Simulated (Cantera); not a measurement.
Input: 1 mol AlCl₃, 0.38 mol O₂, 11 mol H₂, 5.3 mol N₂O, equilibrated at 1852 °C and 0.000140 bar.

Method: chemical equilibrium by Gibbs-energy minimisation in Cantera with the NASA 1993 tables (ideal gas, pure condensed phases). Candidate condensed phases: Al, AlCl₃, AlN, Al₂O₃, H₂O, NH₄Cl; 45 gas species. The tables' values for AlOH are old estimates; treat these amounts as uncertain. Kinetics and transport are ignored.

Base state: N₂ 0.263, H₂ 0.220, H₂O 0.197, H 0.144, HCl 0.101, Cl 0.0483, OH 0.0160, O 0.00744 (mole fractions); condensed: Al₂O₃(s).

**Question.** What changes in the equilibrium state with this change: pressure from 0.000140 bar to 0.640 bar?

**Answer.** 
| species | before | after |
|---|---|---|
| N₂ | 0.263 | 0.297 |
| H₂ | 0.220 | 0.276 |
| H₂O | 0.197 | 0.255 |
| H | 0.144 | 0.00239 |
| HCl | 0.101 | 0.167 |
| OH | 0.0160 | 0.000274 |
| Cl | 0.0483 | 0.00106 |
| AlOCl | 0.000179 | 3.87e-6 |
| AlO | 1.93e-5 | 4.16e-9 |
| O | 0.00744 | 1.67e-6 |
| Al₂O₃(s), mol | 0.496 | 0.500 |
Gases not in the tables: Al(OH)₃.

**Question.** What changes in the equilibrium state with this change: O₂ from 0.38 to 26 mol?

**Answer.** 
```
species          before    after
-------------  --------  -------
O₂              0.00284    0.449
H₂O               0.197    0.169
N₂                0.263    0.113
H₂                0.220   0.0149
O               0.00744   0.0935
HCl               0.101   0.0230
H                 0.144   0.0375
OH               0.0160   0.0525
Cl               0.0483   0.0424
AlO₂H           5.80e-5  5.37e-5
AlCl           0.000148  2.92e-6
AlOH            1.44e-5  1.06e-6
NO             0.000711  0.00585
AlOCl          0.000179  4.44e-5
AlO             1.93e-5  5.44e-6
Al₂O₃(s), mol     0.496    0.498
```
